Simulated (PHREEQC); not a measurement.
0.2 g of hydrous ferric oxide (600 m²/g; 0.2 weak and 0.005 strong sites per Fe, Dzombak-Morel constants, diffuse double layer) in 1 kg of water with 0.01 mol/kgw of an inert sodium salt and 9.8e-06 mol/kgw MnCl2, at 25 °C; the pH is set by adding NaOH or the inert anion's acid. The system is closed to oxygen. No CO2 enters from the air. Precipitation was switched off in this run.

The series has 17 steps of pH, from 4 to 12.

The numbers come from PHREEQC with the ion-association model, wateq4f.dat.

Task: Near which pH is half of the Mn sorbed, and on which side is more sorbed?

Result: Near pH 6.9, with more sorbed at higher pH.

Species that the database lacks are ignored.
